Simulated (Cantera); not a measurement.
# Silicon epitaxy and polysilicon growth: Si₂H₆ + H₂

Input: 1 mol Si₂H₆, 9.5 mol H₂, at 61000 Pa.

Cantera equilibrium calculation (NASA polynomials, part measured and part estimated; ideal gas, pure solids and liquids). Candidate condensed phases: Si; 9 gas species. The feed counts by its element totals alone. Gases not in the tables: Si₂H₆ and higher silanes. The numbers say what is thermodynamically allowed, not how fast it happens.

```
T (K)   x H₂       x H    x SiH₂     x SiH      x Si   x SiH₄  n Si(s)  n Si(l)
-----  -----  --------  --------  --------  --------  -------  -------  -------
950     1.00  7.12e-10  2.03e-11    <1e-12    <1e-12  2.17e-7     2.00        0
1050    1.00   1.04e-8  3.74e-10    <1e-12    <1e-12  2.86e-7     2.00        0
1150    1.00   9.55e-8   4.15e-9  5.31e-12    <1e-12  3.59e-7     2.00        0
1250   1.000   6.19e-7   3.13e-8  1.17e-10  1.36e-11  4.34e-7     2.00        0
1350   1.000   3.05e-6   1.75e-7   1.63e-9  3.27e-10  5.10e-7     2.00        0
1450   1.000   1.21e-5   7.69e-7   1.56e-8   5.04e-9  5.87e-7     2.00        0
1550   1.000   4.03e-5   2.79e-6   1.12e-7   5.45e-8  6.65e-7     2.00        0
1650   1.000  0.000116   8.66e-6   6.27e-7   4.39e-7  7.41e-7     2.00        0
1750   1.000  0.000298   2.08e-5   2.54e-6   2.46e-6  7.23e-7        0     2.00
```
x: gas mole fraction; n: condensed amount in mol.

From 950 K to 1650 K the condensed part is Si(s). At 1750 K the condensed part is Si(l). The main Si-bearing gas is SiH₄ at 950 K and SiH₂ at 1750 K.
